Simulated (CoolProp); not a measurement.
The fluid at 289.81 K and 0.229 MPa is throttled through a valve to 0.0356 MPa with no heat exchange. The same conditions are run with several fluids, on thermodynamics alone (safety and materials aside).

Values from CoolProp's reference Helmholtz-energy equation of state of each fluid (R227EA: Lemmon 2016; R125: Lemmon 2005; nitrous oxide: Lemmon 2006; hydrogen sulfide: Lemmon 2006; R152A: Outcalt 1996).

Q: Rank R227EA, R125, nitrous oxide, hydrogen sulfide, R152A by temperature change (K), highest first.

A: nitrous oxide (-2.3), R125 (-3.0), hydrogen sulfide (-3.6), R227EA (-4.1), R152A (-6.3)

```json
[
 {"fluid": "R227EA", "final density (kg/m³)": "2.58"},
 {"fluid": "R125", "final density (kg/m³)": "1.80"},
 {"fluid": "nitrous oxide", "final density (kg/m³)": "0.657"},
 {"fluid": "hydrogen sulfide", "final density (kg/m³)": "0.511"},
 {"fluid": "R152A", "final density (kg/m³)": "1.01"}
]
```
